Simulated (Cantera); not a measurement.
**B2H6 + N2 (boron, boron nitride and boron oxide)**

Feed: 1 mol B2H6, a varied amount of N2, held at 2100 °C and 72.0 Pa.

Method: chemical equilibrium by Gibbs-energy minimisation in Cantera with the NASA 1993 tables (ideal gas, pure condensed phases). Candidate condensed phases: B, BN; 15 gas species. The feed counts by its element totals alone. The tables' values for BH2 are old estimates; treat these amounts as uncertain. Equilibrium is a limit: real reactors are often held back by kinetics, nucleation or transport.

```json
[
 {"n(N2) (mol)": "0.6", "log p N2": "-4.03", "log p H2": "-3.47", "log p H": "-3.59", "log p B": "-4.62", "log p BH2": "-6.03", "log p BH": "-6.50", "n B(l)": "1.84"},
 {"n(N2) (mol)": "1.2", "log p N2": "-3.78", "log p H2": "-3.54", "log p H": "-3.62", "log p B": "-4.62", "log p BH2": "-6.10", "log p BH": "-6.53", "n B(l)": "1.82"},
 {"n(N2) (mol)": "2.2", "log p N2": "-3.60", "log p H2": "-3.63", "log p H": "-3.67", "log p B": "-4.62", "log p BH2": "-6.19", "log p BH": "-6.58", "n B(l)": "1.78"},
 {"n(N2) (mol)": "4.4", "log p N2": "-3.44", "log p H2": "-3.80", "log p H": "-3.76", "log p B": "-4.62", "log p BH2": "-6.36", "log p BH": "-6.66", "n B(l)": "1.70"},
 {"n(N2) (mol)": "8.4", "log p N2": "-3.34", "log p H2": "-4.02", "log p H": "-3.86", "log p B": "-4.62", "log p BH2": "-6.58", "log p BH": "-6.77", "n B(l)": "1.55"},
 {"n(N2) (mol)": "16", "log p N2": "-3.26", "log p H2": "-4.29", "log p H": "-4.00", "log p B": "-4.62", "log p BH2": "-6.85", "log p BH": "-6.91", "n B(l)": "1.28"},
 {"n(N2) (mol)": "32", "log p N2": "-3.22", "log p H2": "-4.64", "log p H": "-4.17", "log p B": "-4.62", "log p BH2": "-7.20", "log p BH": "-7.08", "n B(l)": "0.710"}
]
```
log p: log10 of the partial pressure in bar; n: condensed amount in mol.

From 0.6 mol N2 to 32 mol N2 the condensed part is B(l). The main B-bearing gas is B throughout. The share of B in condensed phases is highest at 0.6 mol N2 (91.9 %) and lowest at 32 mol N2 (35.5 %).
